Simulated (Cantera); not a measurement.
Charge: 1 mol CH₃SiH₃, 23 mol H₂, 0.076 mol C₃H₈, held at 0.130 bar.

Method: chemical equilibrium by Gibbs-energy minimisation in Cantera with the NASA 1993 tables (ideal gas, pure condensed phases). Candidate condensed phases: C, C₆H₆, C₇H₈, C₈H₁₈, Si, SiC; 87 gas species. The feed counts by its element totals alone. Equilibrium is a limit: real reactors are often held back by kinetics, nucleation or transport.

Q: At 1500 °C, list the 4 most abundant gas species with their mole fractions, and the condensed phases.

A: H₂ 0.999, H 0.000789, C₂H₂ (acetylene) 0.000140, CH₄ 0.000109. Condensed: C(graphite) + SiC(s).
